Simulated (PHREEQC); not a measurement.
A PHREEQC speciation (ion-association model, phreeqc.dat) at 20 °C gives pH 3.27 and these molalities:

```
species   mol/kgw
-------  --------
Mn+2        0.110
SO4-2       0.109
MnSO4      0.0998
Cl-       0.00198
HSO4-     0.00151
H+       0.000692
MnCl+    0.000222
```

Problem. What are the element totals, and what could have been dissolved in 1 kg of water to give them?

Solution. Several could match; the one computed here: totals Cl 0.00220, Mn(2) 0.210, S(6) 0.210 mol/kgw, from 0.0022 mol/kgw HCl and 0.21 mol/kgw MnSO4.

No solid was allowed to form.
